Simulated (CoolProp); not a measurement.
R236EA at 297.49 K and 0.15 MPa flows at 0.38 m/s in a round tube of 6 mm bore and 1.5 µm roughness, fully developed (64/Re and Nu = 3.66 if laminar; Colebrook and Gnielinski if turbulent). Each further row changes one setting.

Computed with CoolProp (reference Helmholtz-energy equation of state, Rui 2013).

```csv
case,Reynolds number,Darcy friction factor,pressure drop (Pa/m),heat-transfer coefficient (W/(m² K)),mass flow (kg/h)
as stated,2050,0.0313,3.66,8.79,0.376
velocity 0.76 m/s,4090,…,18.7,31.2,…
diameter 12 mm,4090,0.0398,…,15.6,1.50
```

Task: Fill in the missing entries.

Result: 
- velocity 0.76 m/s, Darcy friction factor: 0.0399
- velocity 0.76 m/s, mass flow (kg/h): 0.752
- diameter 12 mm, pressure drop (Pa/m): 2.33

Viscosity comes from a separate model (Huber 2003), an estimate that may be off by 10 % or more. Thermal conductivity comes from a separate model (Huber 2003), an estimate that may be off by 10 % or more.
